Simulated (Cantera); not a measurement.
A perfectly stirred reactor is fed with CH4 : H2 = 1 : 6.8 (molar parts), at 0.000839 atm; it is held at 1700 K, and followed from long to short residence time.

Detailed kinetics in Cantera: GRI-Mech 3.0 (53 species, 325 reactions). GRI-Mech 3.0 stops at C3 and has no aromatics, soot or wall deposition, so with more carbon than oxygen in the feed, carbon stays in small species such as C2H2 where larger ones or solid carbon would form. Radical loss at walls, strong at low pressure, is not modelled.

Problem. Predict: x(CH4) at τ = 2.60 s; x(H2) at τ = 2.60 s; x(H) at τ = 2.60 s; x(CH2) at τ = 2.60 s; x(C2H6) at τ = 2.60 s; x(CH4) at τ = 27.0 ms; x(H2) at τ = 27.0 ms; x(H) at τ = 27.0 ms; x(CH2) at τ = 27.0 ms; x(C2H6) at τ = 27.0 ms.

Solution. 
```json
{
 "x(CH4) at τ = 2.60 s": "0.0734",
 "x(H2) at τ = 2.60 s": "0.900",
 "x(H) at τ = 2.60 s": "0.00111",
 "x(CH2) at τ = 2.60 s": "1.59e-6",
 "x(C2H6) at τ = 2.60 s": "6.77e-6",
 "x(CH4) at τ = 27.0 ms": "0.128",
 "x(H2) at τ = 27.0 ms": "0.872",
 "x(H) at τ = 27.0 ms": "3.41e-5",
 "x(CH2) at τ = 27.0 ms": "3.88e-9",
 "x(C2H6) at τ = 27.0 ms": "3.54e-8"
}
```
